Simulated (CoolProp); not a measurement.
Octamethyltrisiloxane (MDM) along the isotherm 301.85 °C: fugacity coefficient from the reference equation and from simpler models built on Tc = 292.2 °C, pc = 1.438 MPa, ω = 0.528; each cubic takes its own stable root.

Values from CoolProp's reference Helmholtz-energy equation of state, Thol 2017.

```csv
p (MPa),phase,reference,van der Waals,Redlich-Kwong,Soave-Redlich-Kwong,Peng-Robinson
0.00682,gas,0.9985,0.9986,0.9985,0.9985,0.9983
0.0115,gas,0.9975,0.9977,0.9974,0.9974,0.9971
0.0194,gas,0.9958,0.9962,0.9956,0.9957,0.9952
0.0328,gas,0.9929,0.9935,0.9926,0.9927,0.9919
0.0553,gas,0.9880,0.9890,0.9875,0.9877,0.9863
0.0933,gas,0.9798,0.9815,0.9790,0.9794,0.9770
0.158,gas,0.9658,0.9688,0.9646,0.9652,0.9612
0.266,gas,0.9426,0.9475,0.9406,0.9416,0.9351
0.449,gas,0.9034,0.9116,0.9005,0.9021,0.8917
0.757,gas,0.8377,0.8511,0.8339,0.8368,0.8208
1.28,gas,0.7245,0.7456,0.7213,0.7265,0.7041
2.16,supercritical,0.5206,0.5481,0.5225,0.5340,0.5103
```
